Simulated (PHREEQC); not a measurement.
A column of 0.5 m (30 cells, dispersivity 0.025 m, 300 s a shift, diffusion coefficient 3e-10 m²/s) holds 0.21 eq of the database's cation exchanger X per kg of pore water, first in equilibrium with 0.36 mmol/kgw ZnSO4, 33 mmol/kgw MgSO4 and 0.01 mmol/kgw HCl. It is flushed with 0.0009 mol/kgw CdCl2, 0.073 mol/kgw ZnSO4 and 1e-05 mol/kgw HCl, at 15 °C. Values are for the last cell. No CO2 enters from the air. Precipitation was switched off in this run.

Base run: PHREEQC, ion-association model, phreeqc.dat. Each further column changes one thing. The table gives Zn in solution (mol/kgw).

```json
[
 {"pore volumes": "0", "base": "0.000360", "exchange capacity from 0.21 to 0.1 eq/kgw": "0.000360", "dispersivity from 0.025 to 0.05 m": "0.000360"},
 {"pore volumes": "0.6833", "base": "0.000426", "exchange capacity from 0.21 to 0.1 eq/kgw": "(withheld)", "dispersivity from 0.025 to 0.05 m": "(withheld)"},
 {"pore volumes": "1.35", "base": "0.00158", "exchange capacity from 0.21 to 0.1 eq/kgw": "(withheld)", "dispersivity from 0.025 to 0.05 m": "0.00436"},
 {"pore volumes": "1.85", "base": "0.0127", "exchange capacity from 0.21 to 0.1 eq/kgw": "0.0523", "dispersivity from 0.025 to 0.05 m": "(withheld)"},
 {"pore volumes": "2.517", "base": "0.0457", "exchange capacity from 0.21 to 0.1 eq/kgw": "0.0698", "dispersivity from 0.025 to 0.05 m": "(withheld)"},
 {"pore volumes": "3.183", "base": "0.0654", "exchange capacity from 0.21 to 0.1 eq/kgw": "0.0726", "dispersivity from 0.025 to 0.05 m": "0.0616"},
 {"pore volumes": "3.683", "base": "0.0704", "exchange capacity from 0.21 to 0.1 eq/kgw": "0.0729", "dispersivity from 0.025 to 0.05 m": "0.0673"},
 {"pore volumes": "4.35", "base": "0.0724", "exchange capacity from 0.21 to 0.1 eq/kgw": "0.0730", "dispersivity from 0.025 to 0.05 m": "(withheld)"},
 {"pore volumes": "5.017", "base": "0.0729", "exchange capacity from 0.21 to 0.1 eq/kgw": "0.0730", "dispersivity from 0.025 to 0.05 m": "0.0721"}
]
```

Q: Some entries are withheld; supply them.

A: 
- 0.6833, exchange capacity from 0.21 to 0.1 eq/kgw: 0.000428
- 0.6833, dispersivity from 0.025 to 0.05 m: 0.000476
- 1.35, exchange capacity from 0.21 to 0.1 eq/kgw: 0.0175
- 1.85, dispersivity from 0.025 to 0.05 m: 0.0201
- 2.517, dispersivity from 0.025 to 0.05 m: 0.0460
- 4.35, dispersivity from 0.025 to 0.05 m: 0.0708
